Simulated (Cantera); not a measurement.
Input (Python, Cantera) and output of one run.

```python
import numpy as np
import cantera as ct

gas_names = [...]  # 113 gases of nasa_gas.yaml made of C, Cu, H, O
cond_names = """
    C(gr) C6H6(L) C7H8(L) C8H18(L),n-octa Cu(cr) Cu(L) CuO(s) CuO2H2(s) Cu2O(s) Cu2O(L) H2O(s) H2O(L)
""".split()


# ... load() reads the species with a 1 bar reference pressure and builds the phases ...
atoms = {
    'CuO': {'Cu': 1, 'O': 1},
    'CH4': {'C': 1, 'H': 4},
    'H2': {'H': 2},
}
top_T = {'C(gr)': 4500, 'CuO(s)': 1390}  # K; cautious upper limits of use, not melting points


# ... equilibrate(T, P, feed) seeds the gas with the atoms and calls Mixture.equilibrate('TP', solver="vcs", rtol=1e-11, max_steps=5000) ...
results = []
feed = {'CuO': 1, 'CH4': 2.5, 'H2': 1.5}  # mol
P = 11000  # Pa
for T in [1398, 1448, 1498, 1548, 1598, 1648, 1698, 1748, 1798, 1848, 1898, 1948]:
    mix = equilibrate(T, P, feed)
    results.append((T, P, feed, dict(zip(mix.species_names, mix.species_moles))))

top = {s: max(r[3][s] / sum(r[3][g] for g in gas_names) for r in results) for s in gas_names}
cols = sorted((s for s in top if top[s] > 0.0001), key=lambda s: -top[s])[:8]
seen = [c for c in cond_names if any(r[3].get(c, 0) > 1e-12 for r in results)]
print("log10 of partial pressures in bar; condensed amounts in mol")
print(f"{'T/K':>10s}" + "".join(f"{s[:9]:>10s}" for s in cols + seen))
for T, P, feed, n in results:
    ng = sum(n[g] for g in gas_names)
    print(f"{T:10.4g}" + "".join(f"{np.log10(max(n[s] / ng * P / 1e5, 1e-99)):10.3f}" for s in cols)
          + "".join(f"{n.get(c, 0):10.4g}" for c in seen))
```

Result:

```
log10 of partial pressures in bar; condensed amounts in mol
       T/K        H2        CO        Cu         H C2H2,acet       CH4     C(gr)     Cu(L)
      1398    -1.021    -1.834    -5.887    -5.835    -6.632    -4.402     1.498    0.9999
      1448    -1.021    -1.834    -5.479    -5.546    -6.344    -4.519     1.498    0.9998
      1498    -1.021    -1.834    -5.100    -5.275    -6.076    -4.628     1.498    0.9995
      1548    -1.021    -1.834    -4.745    -5.022    -5.825    -4.730     1.499    0.9988
      1598    -1.021    -1.834    -4.413    -4.784    -5.591    -4.826     1.499    0.9974
      1648    -1.021    -1.834    -4.102    -4.561    -5.371    -4.916     1.499    0.9946
      1698    -1.022    -1.834    -3.810    -4.351    -5.164    -5.000     1.498    0.9894
      1748    -1.022    -1.835    -3.536    -4.152    -4.970    -5.081     1.498      0.98
      1798    -1.023    -1.836    -3.276    -3.965    -4.787    -5.158     1.497    0.9636
      1848    -1.025    -1.838    -3.032    -3.788    -4.614    -5.232     1.496    0.9358
      1898    -1.028    -1.840    -2.801    -3.621    -4.453    -5.304     1.495    0.8898
      1948    -1.033    -1.845    -2.582    -3.463    -4.301    -5.376     1.493    0.8154
```

Equilibrium computed with Cantera from the NASA thermochemical tables; the gas is ideal and each condensed phase is pure.
